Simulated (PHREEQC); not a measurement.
0.062 g of hydrous ferric oxide (600 m²/g; 0.2 weak and 0.005 strong sites per Fe, Dzombak-Morel constants, diffuse double layer) in 1 kg of water with 0.005 mol/kgw of an inert sodium salt and 0.00026 mmol/kgw NaH2PO4 and 0.0014 mmol/kgw MgCl2, at 25 °C; the pH is set by adding NaOH or the inert anion's acid. Oxygen alone is held at its pressure in air (log pO2 = -0.68). CO2 from the air is kept out. No solid was allowed to form.

Base run: PHREEQC, ion-association model, wateq4f.dat. Each further column changes one thing. The table gives P sorbed (%).

```tsv
pH	base	no electrostatic term (-no_edl)	background salt from 0.005 to 0.0005 mol/kgw	oxide from 0.062 to 0.31 g/kgw	0.0004 mol/kgw ZnSO4 added
4	100.0	___	100.0	100.0	98.9
4.38	100.0	78.7	100.0	100.0	99.2
5.12	100.0	80.6	100.0	100.0	___
5.5	100.0	82.9	100.0	100.0	99.8
6.25	100.0	___	100.0	100.0	99.9
6.62	100.0	___	100.0	100.0	99.9
7.38	99.8	96.3	99.8	100.0	99.9
7.75	99.0	96.3	99.2	99.8	99.9
8.5	81.6	94.9	83.8	95.6	99.8
8.88	46.8	92.9	49.3	81.0	99.5
9.62	3.7	___	___	15.5	89.2
10	0.8	65.1	0.7	3.7	59.6
```

Question: Some entries are withheld; supply them.

Answer: 
- 4, no electrostatic term (-no_edl): 78.3
- 5.12, 0.0004 mol/kgw ZnSO4 added: 99.7
- 6.25, no electrostatic term (-no_edl): 90.6
- 6.62, no electrostatic term (-no_edl): 93.8
- 9.62, no electrostatic term (-no_edl): 80.3
- 9.62, background salt from 0.005 to 0.0005 mol/kgw: 3.5

H3PO4, which wateq4f.dat lacks, is added to it with the constant of phreeqc.dat. In at least one series the solution becomes supersaturated in solids that the run did not let form, among them Zn(OH)2-a, Zn4(OH)6SO4. The database has no phosphate complexes of Zn.
